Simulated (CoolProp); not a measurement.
Values from CoolProp's reference Helmholtz-energy equation of state, McLinden 2020.

Task: For R1336mzz(Z), give the phase and the cp (kJ/(kg K)), cv (kJ/(kg K)), speed of sound (m/s), isothermal compressibility (1/MPa) at 370.2 K and 2.17 MPa.

Result: 
- 370.2 K and 2.17 MPa: liquid; cp 1.38, cv 1.01, speed of sound 396, isothermal compressibility 0.00750
